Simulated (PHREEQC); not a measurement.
Solution (25 °C): 0.0023 mol HBr, 0.013 mol CaCl2 and 0.04 mol CuCl2 per kg of water. Closed to the air; pH follows from the charge balance.

The numbers come from PHREEQC with the ion-association model, phreeqc.dat.

### Question
The ionic strength comes out as 0.154 mol/kgw. What activity coefficients do Br-, Cl-, Cu+2, CuCl+, Ca+2 get?

### Answer
Br- 0.72, Cl- 0.73, Cu+2 0.35, CuCl+ 0.74, Ca+2 0.35.

No solid was allowed to form.
